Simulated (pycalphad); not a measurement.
Computed with pycalphad from the COST 507 light-alloy database (1999), at 1 atm. The data set is of 1999 and partly superseded. Phase fractions are per mole of atoms.

**Question.** Give the equilibrium state of Al-0.41Si-0.26Fe (at.%) at 550 K.

**Answer.** 
```
T = 550.00 K, P = 101325 Pa, N = 1 mol of atoms
G = -18002 J/mol, H = 6256 J/mol, S = 44.10 J/(mol K)  (SER reference)
chemical potentials (J/mol): Al -17723, Si -12177, Fe -133496
phase             fraction      x(Al)      x(Si)      x(Fe)
FCC_A1              0.9815     0.9996   0.000374   6.66e-08
ALFESI_BETA         0.0173     0.7000     0.1500     0.1500
DIAMOND_A4          0.0011   1.45e-10     1.0000       none
```

**Question.** Give the equilibrium state of Al-0.41Si-0.26Fe (at.%) at 900 K.

**Answer.** FCC_A1, fraction 0.988, with 0.36 Si, 0.02 Fe at.%; ALFESI_ALPHA, fraction 0.008, with 7.2 Si, 19.0 Fe at.%; AL13FE4, fraction 0.004, with 0.29 Si, 23.7 Fe at.%.

Database names, with the compositions (at.%) that they take in these runs: ALFESI_ALPHA: Al 72-74 Fe 19 Si 7-9; AL13FE4: Al 76 Fe 24; ALFESI_BETA: Al 70 Si 15 Fe 15. FCC_A1 is fcc; DIAMOND_A4 is diamond (Si). An entry "none" or "no" means that the model of the phase leaves that element out.
